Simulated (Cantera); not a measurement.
# Stirred combustor or abatement burner

A perfectly stirred reactor is fed with C₂H₄ : O₂ : N₂ : H₂O = 1 : 1.88 : 7.05 : 0.82 (molar parts), equivalence ratio 1.6, at 5.50 bar; it is adiabatic with a 475 K inlet, and is followed from long to short residence time, starting on the burning branch (τ in s: 0.27, 0.1, 0.039, 0.015, 0.0056, 0.0021, 0.0008, 0.0003, 0.00011, 4.3e-05, 1.6e-05, 6.2e-06).

Detailed kinetics in Cantera: GRI-Mech 3.0 (53 species, 325 reactions). GRI-Mech 3.0 was tuned for natural gas; its chemistry of ethylene as a main component is partial and can be far from experiment.

```json
[
 {"τ (s)": "0.27", "T (K)": "2135", "x C₂H₄": "1.04e-6", "x O₂": "1.26e-5", "x H₂O": "0.165", "x NO": "4.30e-5", "x OH": "0.000153", "x O": "8.16e-7", "x H₂O₂": "1.61e-9"},
 {"τ (s)": "0.10", "T (K)": "2134", "x C₂H₄": "2.55e-6", "x O₂": "2.96e-5", "x H₂O": "0.165", "x NO": "6.23e-5", "x OH": "0.000172", "x O": "1.04e-6", "x H₂O₂": "2.63e-9"},
 {"τ (s)": "0.039", "T (K)": "2134", "x C₂H₄": "5.89e-6", "x O₂": "6.69e-5", "x H₂O": "0.165", "x NO": "8.49e-5", "x OH": "0.000195", "x O": "1.39e-6", "x H₂O₂": "4.76e-9"},
 {"τ (s)": "0.015", "T (K)": "2133", "x C₂H₄": "1.36e-5", "x O₂": "0.000151", "x H₂O": "0.166", "x NO": "0.000107", "x OH": "0.000227", "x O": "2.00e-6", "x H₂O₂": "9.70e-9"},
 {"τ (s)": "0.0056", "T (K)": "2132", "x C₂H₄": "3.09e-5", "x O₂": "0.000338", "x H₂O": "0.167", "x NO": "0.000124", "x OH": "0.000280", "x O": "3.27e-6", "x H₂O₂": "2.17e-8"},
 {"τ (s)": "0.0021", "T (K)": "2127", "x C₂H₄": "6.60e-5", "x O₂": "0.000710", "x H₂O": "0.169", "x NO": "0.000133", "x OH": "0.000368", "x O": "6.11e-6", "x H₂O₂": "4.93e-8"},
 {"τ (s)": "0.00080", "T (K)": "2118", "x C₂H₄": "0.000132", "x O₂": "0.00138", "x H₂O": "0.170", "x NO": "0.000134", "x OH": "0.000509", "x O": "1.25e-5", "x H₂O₂": "1.09e-7"},
 {"τ (s)": "0.00030", "T (K)": "2099", "x C₂H₄": "0.000260", "x O₂": "0.00264", "x H₂O": "0.171", "x NO": "0.000124", "x OH": "0.000721", "x O": "2.74e-5", "x H₂O₂": "2.32e-7"},
 {"τ (s)": "0.00011", "T (K)": "2062", "x C₂H₄": "0.000557", "x O₂": "0.00527", "x H₂O": "0.172", "x NO": "9.63e-5", "x OH": "0.000986", "x O": "5.96e-5", "x H₂O₂": "4.90e-7"},
 {"τ (s)": "4.3e-5", "T (K)": "1986", "x C₂H₄": "0.00142", "x O₂": "0.0115", "x H₂O": "0.172", "x NO": "4.96e-5", "x OH": "0.00113", "x O": "0.000111", "x H₂O₂": "1.07e-6"},
 {"τ (s)": "1.6e-5", "T (K)": "475", "x C₂H₄": "0.0930", "x O₂": "0.175", "x H₂O": "0.0763", "x NO": "<1e-12", "x OH": "<1e-12", "x O": "<1e-12", "x H₂O₂": "<1e-12"},
 {"τ (s)": "6.2e-6", "T (K)": "475", "x C₂H₄": "0.0930", "x O₂": "0.175", "x H₂O": "0.0763", "x NO": "<1e-12", "x OH": "<1e-12", "x O": "<1e-12", "x H₂O₂": "<1e-12"}
]
```
x: mole fraction; the columns are a selection and need not sum to one.
